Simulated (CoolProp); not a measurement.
A closed Brayton cycle with nitrogen: compressor inlet 311.15 K and 0.41 MPa, high pressure 1.22 MPa, turbine inlet 640 K, compressor efficiency 0.89, turbine efficiency 0.85, recuperator effectiveness 0.95 (on enthalpy, no pinch check). Each further row changes one setting.

Model: reference Helmholtz-energy equation of state, Span 2000, in CoolProp.

```
case                           thermal efficiency (%)  net work (kJ/kg)  compressor to turbine work  compressor exit (K)  turbine exit (K)
-----------------------------  ----------------------  ----------------  --------------------------  -------------------  ----------------
as stated                                        12.4              19.4                        0.87                438.7             497.7
turbine inlet 590 K                               5.2              7.34                        0.95                438.7             457.9
compressor inlet 321.15 K                         9.7              15.1                         [?]                452.7             497.7
high pressure 1.04 MPa                            [?]              22.1                         [?]                  [?]               [?]
recuperator effectiveness 0.5                     [?]              19.4                        0.87                438.7             497.7
```

Task: Some entries are withheld; supply them.

Result: 
- compressor inlet 321.15 K, compressor to turbine work: 0.90
- high pressure 1.04 MPa, thermal efficiency (%): 15.9
- high pressure 1.04 MPa, compressor to turbine work: 0.83
- high pressure 1.04 MPa, compressor exit (K): 417.6
- high pressure 1.04 MPa, turbine exit (K): 516.1
- recuperator effectiveness 0.5, thermal efficiency (%): 10.6
